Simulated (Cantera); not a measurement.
A closed system holds: 1 mol SF6, 0.38 mol O2, 34 mol N2, held at 3475 K and 0.570 bar.

These are equilibrium values from Cantera (NASA tables, ideal gas, pure condensed phases), not measurements of a reactor. Candidate condensed phases: S; 35 gas species. The numbers say what is thermodynamically allowed, not how fast it happens.

Base state: N2 0.818, F 0.144, S 0.0189, O 0.0104, SO 0.00404, NO 0.00297, SF 0.000322, O2 0.000289 (mole fractions); condensed: gas only.

Problem. What changes in the equilibrium state with this change: N2 from 34 to 0.8 mol?

Solution. 
```json
[
 {"species": "F", "before": "0.144", "after": "0.742"},
 {"species": "N2", "before": "0.818", "after": "0.0980"},
 {"species": "S", "before": "0.0189", "after": "0.0641"},
 {"species": "SO", "before": "0.00404", "after": "0.0427"},
 {"species": "O", "before": "0.0104", "after": "0.0326"},
 {"species": "SF2", "before": "1.80e-6", "after": "0.000161"},
 {"species": "S2O", "before": "9.59e-7", "after": "3.44e-5"}
]
```

Problem. What changes in the equilibrium state with this change: SF6 replaced by HF?

Solution. 
```json
[
 {"species": "N2", "before": "0.818", "after": "0.941"},
 {"species": "HF", "before": "0", "after": "0.0165"},
 {"species": "O", "before": "0.0104", "after": "0.0149"},
 {"species": "F", "before": "0.144", "after": "0.0113"},
 {"species": "S", "before": "0.0189", "after": "0"},
 {"species": "H", "before": "0", "after": "0.0104"},
 {"species": "SO", "before": "0.00404", "after": "0"},
 {"species": "OH", "before": "0", "after": "0.000484"},
 {"species": "SF", "before": "0.000322", "after": "0"}
]
```
Further candidate phases: H2O.
